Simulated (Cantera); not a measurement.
A perfectly stirred reactor is fed with 4.03 % H2, 96.0 % O2, at 0.0133 bar; it is held at 1425 K, and followed from long to short residence time.

Model: GRI-Mech 3.0 (53 species, 325 reactions), integrated in Cantera. Radical loss at walls, strong at low pressure, is not modelled. The temperature is held fixed by assumption; the heat of reaction is taken as removed at once.

### Question
Predict: x(H2) at τ = 9.90 s; x(O2) at τ = 9.90 s; x(H2O) at τ = 9.90 s; x(H) at τ = 9.90 s; x(O) at τ = 9.90 s; x(H2) at τ = 50.0 ms; x(O2) at τ = 50.0 ms; x(H2O) at τ = 50.0 ms; x(H) at τ = 50.0 ms; x(O) at τ = 50.0 ms.

### Answer
```
Item                      Value
---------------------  --------
x(H2) at τ = 9.90 s     3.35e-5
x(O2) at τ = 9.90 s       0.957
x(H2O) at τ = 9.90 s     0.0405
x(H) at τ = 9.90 s      3.63e-5
x(O) at τ = 9.90 s      0.00137
x(H2) at τ = 50.0 ms   0.000579
x(O2) at τ = 50.0 ms      0.934
x(H2O) at τ = 50.0 ms    0.0365
x(H) at τ = 50.0 ms     0.00235
x(O) at τ = 50.0 ms      0.0221
```
